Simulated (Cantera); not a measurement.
Input: 1 mol Ni, 0.11 mol NH3, 29 mol H2, held at 1502 °C and 0.000630 bar.

Cantera equilibrium calculation (NASA polynomials, part measured and part estimated; ideal gas, pure solids and liquids). Candidate condensed phases: Ni; 10 gas species. Kinetics and transport are ignored.

Base state: H2 0.972, Ni 0.0144, H 0.0114, N2 0.00184 (mole fractions); condensed: Ni(l).

Q: What changes in the equilibrium state with this change: temperature from 1502 °C to 1350 °C?

A: 
```json
[
 {"species": "H2", "before": "0.972", "after": "0.994"},
 {"species": "H", "before": "0.0114", "after": "0.00275"},
 {"species": "N2", "before": "0.00184", "after": "0.00188"},
 {"species": "Ni", "before": "0.0144", "after": "0.00105"},
 {"species": "Ni(l), mol", "before": "0.570", "after": "0"},
 {"species": "Ni(s), mol", "before": "0", "after": "0.969"}
]
```

Q: What changes in the equilibrium state with this change: pressure from 0.000630 bar to 0.0760 bar?

A: 
| species | before | after |
|---|---|---|
| H2 | 0.972 | 0.997 |
| N2 | 0.00184 | 0.00188 |
| H | 0.0114 | 0.00105 |
| Ni | 0.0144 | 0.000119 |
| Ni(l), mol | 0.570 | 0.997 |
